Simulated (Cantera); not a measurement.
Charge: 1 mol MgCl₂, 5.8 mol H₂, at 1477 °C and 38.0 Pa.

Equilibrium computed with Cantera from the NASA thermochemical tables; the gas is ideal and each condensed phase is pure. Candidate condensed phases: Mg, MgCl₂; 10 gas species. The tables' values for MgH are old estimates; treat these amounts as uncertain. Equilibrium is a limit: real reactors are often held back by kinetics, nucleation or transport.

Base state: H₂ 0.719, HCl 0.133, MgCl₂ 0.0677, Mg 0.0663, H 0.0101, MgCl 0.00223, Cl 0.00145, MgH 1.43e-5 (mole fractions); condensed: gas only.

Task: What changes in the equilibrium state with this change: temperature from 1477 °C to 502 °C?

Result: 
```tsv
species	before	after
H₂	0.719	1.000
MgCl₂	0.0677	0.000131
HCl	0.133	8.24e-7
H	0.0101	<1e-9
Mg	0.0663	4.12e-7
MgCl	0.00223	<1e-9
Cl	0.00145	<1e-9
MgH	1.43e-5	<1e-9
MgCl₂(s), mol	0	0.999
```
